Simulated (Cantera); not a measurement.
An adiabatic, constant-pressure homogeneous reactor starts with CH3OH : O2 : N2 = 1 : 2 : 7.92 (molar parts), at 1225 K and 8.59 atm.

Model: GRI-Mech 3.0 (53 species, 325 reactions), integrated in Cantera. GRI-Mech 3.0 was tuned for natural gas; its chemistry of methanol as a main component is partial and can be far from experiment.

Q: Predict: time of steepest temperature rise; temperature at 0.700 s; equilibrium temperature; x(O2) at 0.700 s; x(H) at 0.700 s; x(NO2) at 0.700 s; x(O) at 0.700 s; x(N2O) at 0.700 s.

A: 
| Quantity | Result |
|---|---|
| time of steepest temperature rise | 1.18 ms |
| temperature at 0.700 s | 2556 K |
| equilibrium temperature | 2556 K |
| x(O2) at 0.700 s | 0.0401 (gas-phase equilibrium 0.0401) |
| x(H) at 0.700 s | 0.000514 (gas-phase equilibrium 0.000514) |
| x(NO2) at 0.700 s | 1.12e-5 (gas-phase equilibrium 1.12e-5) |
| x(O) at 0.700 s | 0.00130 (gas-phase equilibrium 0.00130) |
| x(N2O) at 0.700 s | 1.58e-6 (gas-phase equilibrium 1.58e-6) |
